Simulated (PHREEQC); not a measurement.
Synthetic water in mg/L, 20 °C, pH 6.26, pe 9.4: Na 0.0733; K 0.0081; Ca 0.0223; Mg 0.0135; Cl 0.0445; S(6) as SO4 0.0827; Alkalinity as HCO3 0.162; Li 0.000137; Zn 0.00107; B 3.71e-05; Cu(2) 0.000139.

Valence states are taken as typed.

Model: ion-association model, wateq4f.dat, run in PHREEQC.

```json
[
 {"quantity": "ionic strength (mol/kgw)", "before": "8.20e-6", "after": "8.74e-6"},
 {"quantity": "CO2 (mol/kgw)", "before": "4.21e-6", "after": "9.87e-6"},
 {"quantity": "HCO3- (mol/kgw)", "before": "3.19e-6", "after": "3.75e-6"},
 {"quantity": "Cu+2 (mol/kgw)", "before": "2.01e-9", "after": "2.13e-9"},
 {"quantity": "CO3-2 (mol/kgw)", "before": "2.47e-10", "after": "1.45e-10"},
 {"quantity": "Cu(OH)2 (mol/kgw)", "before": "1.37e-10", "after": "3.64e-11"},
 {"quantity": "SI of Tenorite (CuO)", "before": "-3.99", "after": "-4.57"},
 {"quantity": "SI of Cu(OH)2 (Cu(OH)2)", "before": "-5.01", "after": "-5.59"}
]
```

Question: What was changed between the two runs?
(A) Mg from 0.0135 to 0.00675 mg/L
(B) all concentrations times 3 at the same typed pH
(C) Alkalinity from 0.162 to 0.324 mg/L
(D) pH from 6.26 to 5.96 at the same alkalinity

Answer: D, pH from 6.26 to 5.96 at the same alkalinity

Precipitation was switched off in this run.
